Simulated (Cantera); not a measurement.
A closed system holds: 1 mol CO, 2.4 mol H₂O, equilibrated at 950 °C and 140 Pa.

These are equilibrium values from Cantera (NASA tables, ideal gas, pure condensed phases), not measurements of a reactor. Candidate condensed phases: C, C₆H₆, C₇H₈, C₈H₁₈, H₂O; 110 gas species. Equilibrium is a limit: real reactors are often held back by kinetics, nucleation or transport.

Base state: H₂O 0.515, CO₂ 0.191, H₂ 0.191, CO 0.103 (mole fractions); condensed: gas only.

Task: What changes in the equilibrium state with this change: temperature from 950 °C to 1627 °C?

Result: 
```csv
species,before,after
H₂O,0.515,0.557
CO,0.103,0.150
CO₂,0.191,0.142
H₂,0.191,0.140
O₂,<1e-9,0.000192
O,<1e-9,0.000110
OH,8.56e-8,0.00259
H,3.52e-6,0.00793
```
